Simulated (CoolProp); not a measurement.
Properties of acetone at several states (Tc = 508.1 K, pc = 46.92 bar, ω = 0.307).

Model: reference Helmholtz-energy equation of state, Lemmon 2006, in CoolProp. It is a short technical equation, of lower accuracy than the large ones.

| T (K) | p (bar) | phase | speed of sound (m/s) | Joule-Thomson coefficient (K/MPa) | expansivity (1/kK) | fugacity coefficient |
|---|---|---|---|---|---|---|
| 506.8 | 11.9 | gas | 255.6 | (withheld) | (withheld) | 0.9015 |
| 206.6 | 0.121 | liquid | 1610 | -0.4242 | 1.205 | (withheld) |
| 397.2 | 63.2 | liquid | (withheld) | (withheld) | (withheld) | (withheld) |

### Question
Complete the blanks.

### Answer

- 506.8, Joule-Thomson coefficient (K/MPa): 12.49
- 506.8, expansivity (1/kK): 2.907
- 206.6, fugacity coefficient: 0.005683
- 397.2, speed of sound (m/s): 786.5
- 397.2, Joule-Thomson coefficient (K/MPa): -0.1280
- 397.2, expansivity (1/kK): 1.987
- 397.2, fugacity coefficient: 0.1048
